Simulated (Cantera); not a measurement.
## Transport properties of process gases

Gas mixture: 100 % CH3OH, at 1.20 bar, frozen composition.

Cantera's kinetic-theory transport with the Lennard-Jones parameters of GRI-Mech 3.0, ideal gas; thermal conductivity in the multicomponent form. Polar gases are described roughly by these parameters. The composition is frozen, though it would react at the higher temperatures.

```tsv
T (K)	ρ (kg/m³)	cp (J/kg/K)	μ (µPa s)	λ (mW/m/K)	Pr	D (cm²/s) CH4	D (cm²/s) OH	D (cm²/s) H
400	1.16	1604	13.1	28.1	0.748	0.238	0.347	1.32
650	0.711	2212	21.3	62.7	0.750	0.584	0.829	3.25
900	0.514	2643	28.6	101	0.751	1.04	1.46	5.79
1150	0.402	2978	35.2	139	0.751	1.59	2.21	8.86
1400	0.330	3214	41.1	176	0.751	2.23	3.08	12.4
1650	0.280	3388	46.5	210	0.750	2.94	4.06	16.4
```
D: mixture-averaged diffusion coefficient of that species in the mixture.
